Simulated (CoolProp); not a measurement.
The fluid at 276.79 K and 0.0327 MPa flows at 11 m/s in a round tube of 6 mm bore and 15 µm roughness, fully developed (64/Re and Nu = 3.66 if laminar; Colebrook and Gnielinski if turbulent). The same conditions are run with several fluids, on thermodynamics alone (safety and materials aside).

Values from CoolProp's reference Helmholtz-energy equation of state of each fluid (R11: Jacobsen 1992; R143a: Lemmon and Jacobsen 2000; methane: Setzmann 1991; R152A: Outcalt 1996; normal hydrogen: Leachman 2009).

```tsv
fluid	Reynolds number	Darcy friction factor	pressure drop (Pa/m)	heat-transfer coefficient (W/(m² K))	mass flow (kg/h)
R11	13800	0.0325	(withheld)	56.0	(withheld)
R143a	(withheld)	0.0364	441	(withheld)	(withheld)
methane	1430	0.0446	103	(withheld)	0.255
R152A	6060	0.0383	(withheld)	(withheld)	1.06
normal hydrogen	224	0.286	82.7	107	0.0321
```

Problem. What belongs in the gaps?

Solution. 
- R11, pressure drop (Pa/m): 649
- R11, mass flow (kg/h): 2.22
- R143a, Reynolds number: 7700
- R143a, heat-transfer coefficient (W/(m² K)): 56.5
- R143a, mass flow (kg/h): 1.35
- methane, heat-transfer coefficient (W/(m² K)): 19.0
- R152A, pressure drop (Pa/m): 366
- R152A, heat-transfer coefficient (W/(m² K)): 45.3

Transport values come from each fluid's own correlations; those of R11, R143a, R152A are estimates that may be off by 10 % or more.
